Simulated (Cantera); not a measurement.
NO annealing gas

An isothermal, constant-pressure homogeneous reactor starts with NO : N2 = 1 : 0.44 (molar parts), at 1650 K and 0.0140 bar.

Cantera simulation using GRI-Mech 3.0 (53 species, 325 reactions); the numbers are that mechanism's predictions, not measurements. Radical loss at walls, strong at low pressure, is not modelled.

| t (s) | x NO | x NO2 | x N2O | x O | x N2 | x O2 |
|---|---|---|---|---|---|---|
| 0.000900 | 0.694 | 3.23e-9 | 3.24e-7 | 3.22e-7 | 0.306 | 2.77e-10 |
| 0.00286 | 0.694 | 3.20e-8 | 1.03e-6 | 1.00e-6 | 0.306 | 2.77e-9 |
| 0.00909 | 0.694 | 3.05e-7 | 3.25e-6 | 3.00e-6 | 0.306 | 2.78e-8 |
| 0.0289 | 0.694 | 2.53e-6 | 1.01e-5 | 8.03e-6 | 0.306 | 3.14e-7 |
| 0.0917 | 0.694 | 1.36e-5 | 3.00e-5 | 1.62e-5 | 0.306 | 4.92e-6 |
| 0.292 | 0.694 | 2.70e-5 | 7.76e-5 | 2.09e-5 | 0.306 | 5.08e-5 |
| 0.926 | 0.694 | 3.07e-5 | 0.000141 | 2.46e-5 | 0.306 | 0.000267 |
| 2.94 | 0.692 | 3.40e-5 | 0.000159 | 2.66e-5 | 0.307 | 0.00106 |
| 9.35 | 0.687 | 4.22e-5 | 0.000155 | 2.93e-5 | 0.309 | 0.00360 |
| 29.7 | 0.671 | 6.22e-5 | 0.000145 | 3.62e-5 | 0.317 | 0.0116 |
| 94.4 | 0.622 | 9.94e-5 | 0.000119 | 5.08e-5 | 0.341 | 0.0359 |
| 300 | 0.494 | 0.000136 | 6.92e-5 | 7.55e-5 | 0.406 | 0.100 |
x: mole fraction; the columns are a selection and need not sum to one.

Equilibrium at this temperature and pressure: NO 0.00279, NO2 1.50e-6, N2O 1.77e-8, O 0.000129, N2 0.651, O2 0.346 (gas phase only).
